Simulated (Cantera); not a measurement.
A closed system holds: 1 mol Ti, 3.1 mol H₂O, equilibrated at 1575 K and 1.00 Torr.

These are equilibrium values from Cantera (NASA tables, ideal gas, pure condensed phases), not measurements of a reactor. Candidate condensed phases: H₂O, Ti, TiO, TiO₂, Ti₂O₃, Ti₃O₅, Ti₄O₇; 12 gas species. Rates play no part.

Base state: H₂ 0.644, H₂O 0.355, H 0.000914, OH 1.83e-5 (mole fractions); condensed: TiO₂(rutile).

Q: What changes in the equilibrium state with this change: temperature from 1575 K to 1973.15 K?

A: 
```json
[
 {"species": "H₂", "before": "0.644", "after": "0.621"},
 {"species": "H₂O", "before": "0.355", "after": "0.348"},
 {"species": "H", "before": "0.000914", "after": "0.0292"},
 {"species": "TiO₂", "before": "7.91e-9", "after": "9.86e-5"},
 {"species": "O", "before": "2.17e-8", "after": "5.35e-5"},
 {"species": "O₂", "before": "5.50e-9", "after": "1.30e-5"},
 {"species": "OH", "before": "1.83e-5", "after": "0.00155"},
 {"species": "TiO₂(rutile), mol", "before": "1.00", "after": "1.000"}
]
```
